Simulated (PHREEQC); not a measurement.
Dissolve 0.0078 mol/kgw CuCl2, 0.0078 mol/kgw HCl and 0.043 mol/kgw Na2SO4 at 25 °C. Closed to the air; pH follows from the charge balance.

The numbers come from PHREEQC with the ion-association model, phreeqc.dat.

pH: 2.52
ionic strength: 0.130 mol/kgw
specific conductance: 9770 µS/cm
density: 1.003 g/cm³
total alkalinity: -7.80 meq/kg

| species | molality | activity | log γ |
|---|---|---|---|
| Na+ | 0.0817 | 0.0629 | -0.113 |
| SO4-2 | 0.0312 | 0.0106 | -0.467 |
| Cl- | 0.0233 | 0.0174 | -0.126 |
| NaSO4- | 0.00434 | 0.00336 | -0.112 |
| Cu+2 | 0.00431 | 0.00160 | -0.430 |
| HSO4- | 0.00409 | 0.00313 | -0.115 |

Precipitation was switched off in this run.
